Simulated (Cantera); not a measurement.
An adiabatic, constant-pressure homogeneous reactor starts with 24.0 % CO, 9.35 % H2, 11.1 % O2, 55.6 % N2, equivalence ratio 1.5, at 1250 K and 0.650 bar.

Model: GRI-Mech 3.0 (53 species, 325 reactions), integrated in Cantera.

x: mole fraction; the columns are a selection and need not sum to one.

```json
[
 {"t (s)": "1.00e-6", "T (K)": "1250", "x CO": "0.240", "x H2": "0.0935", "x O2": "0.111", "x H2O2": "<1e-12", "x CO2": "1.88e-9", "x NO": "<1e-12"},
 {"t (s)": "2.96e-6", "T (K)": "1250", "x CO": "0.240", "x H2": "0.0935", "x O2": "0.111", "x H2O2": "2.85e-12", "x CO2": "6.19e-9", "x NO": "<1e-12"},
 {"t (s)": "8.77e-6", "T (K)": "1250", "x CO": "0.240", "x H2": "0.0935", "x O2": "0.111", "x H2O2": "2.68e-11", "x CO2": "2.70e-8", "x NO": "<1e-12"},
 {"t (s)": "2.60e-5", "T (K)": "1250", "x CO": "0.240", "x H2": "0.0935", "x O2": "0.111", "x H2O2": "5.46e-10", "x CO2": "5.36e-7", "x NO": "<1e-12"},
 {"t (s)": "7.70e-5", "T (K)": "1288", "x CO": "0.235", "x H2": "0.0695", "x O2": "0.0975", "x H2O2": "9.84e-7", "x CO2": "0.00528", "x NO": "5.11e-8"},
 {"t (s)": "0.000228", "T (K)": "(withheld)", "x CO": "0.151", "x H2": "(withheld)", "x O2": "(withheld)", "x H2O2": "(withheld)", "x CO2": "(withheld)", "x NO": "(withheld)"},
 {"t (s)": "0.000675", "T (K)": "2395", "x CO": "0.144", "x H2": "0.0153", "x O2": "0.0159", "x H2O2": "5.12e-8", "x CO2": "0.115", "x NO": "0.000262"},
 {"t (s)": "0.00200", "T (K)": "2600", "x CO": "0.134", "x H2": "0.0130", "x O2": "(withheld)", "x H2O2": "5.18e-8", "x CO2": "0.130", "x NO": "(withheld)"},
 {"t (s)": "0.00592", "T (K)": "2626", "x CO": "0.132", "x H2": "0.0127", "x O2": "0.00748", "x H2O2": "5.26e-8", "x CO2": "0.132", "x NO": "0.00300"},
 {"t (s)": "0.0175", "T (K)": "2622", "x CO": "0.133", "x H2": "0.0128", "x O2": "0.00710", "x H2O2": "5.09e-8", "x CO2": "0.132", "x NO": "0.00445"},
 {"t (s)": "0.0520", "T (K)": "2622", "x CO": "0.133", "x H2": "0.0128", "x O2": "0.00707", "x H2O2": "5.08e-8", "x CO2": "0.132", "x NO": "0.00457"},
 {"t (s)": "0.154", "T (K)": "2622", "x CO": "0.133", "x H2": "0.0128", "x O2": "0.00707", "x H2O2": "5.08e-8", "x CO2": "0.132", "x NO": "0.00457"},
 {"t (s)": "0.456", "T (K)": "2622", "x CO": "0.133", "x H2": "0.0128", "x O2": "0.00707", "x H2O2": "5.08e-8", "x CO2": "0.132", "x NO": "0.00457"},
 {"t (s)": "1.35", "T (K)": "2622", "x CO": "0.133", "x H2": "0.0128", "x O2": "0.00707", "x H2O2": "5.08e-8", "x CO2": "0.132", "x NO": "0.00457"},
 {"t (s)": "4.00", "T (K)": "2622", "x CO": "0.133", "x H2": "0.0128", "x O2": "0.00707", "x H2O2": "5.08e-8", "x CO2": "0.132", "x NO": "0.00457"}
]
```

Task: Complete the blanks.

Result: 
- 0.000228, T (K): 2029
- 0.000228, x H2: 0.0180
- 0.000228, x O2: 0.0235
- 0.000228, x H2O2: 1.34e-7
- 0.000228, x CO2: 0.101
- 0.000228, x NO: 6.83e-5
- 0.00200, x O2: 0.00910
- 0.00200, x NO: 0.00113
